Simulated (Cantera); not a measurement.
**Equilibrium for roasting and sulfation: MgO + SO3 + O2**

Input: 1 mol MgO, 0.19 mol SO3, 1.4 mol O2, held at 10.0 mbar.

Equilibrium computed with Cantera from the NASA thermochemical tables; the gas is ideal and each condensed phase is pure. Candidate condensed phases: Mg, MgO, MgS, MgSO4, S; 14 gas species. Mutual solubility and eutectic melting of coexisting phases are not modelled. The numbers say what is thermodynamically allowed, not how fast it happens.

```tsv
T (K)	x O2	x SO2	x SO3	x O	x SO	n MgO(s)	n MgSO4(s)
725	1.00	8.74e-11	1.39e-9	<1e-12	<1e-12	0.810	0.190
825	1.000	1.85e-7	4.07e-7	2.52e-12	<1e-12	0.810	0.190
925	1.000	7.20e-5	3.37e-5	1.34e-10	<1e-12	0.810	0.190
1025	0.990	0.00852	0.00115	3.28e-9	<1e-12	0.824	0.176
1125	0.887	0.108	0.00500	4.35e-8	1.25e-10	1.00	0
1225	0.887	0.111	0.00220	3.96e-7	1.80e-9	1.00	0
1325	0.887	0.112	0.00109	2.59e-6	1.70e-8	1.00	0
1425	0.887	0.112	0.000591	1.31e-5	1.17e-7	1.00	0
```
x: gas mole fraction; n: condensed amount in mol.

From 725 K to 1025 K the condensed part is MgO(s) + MgSO4(s). From 1125 K to 1425 K the condensed part is MgO(s).
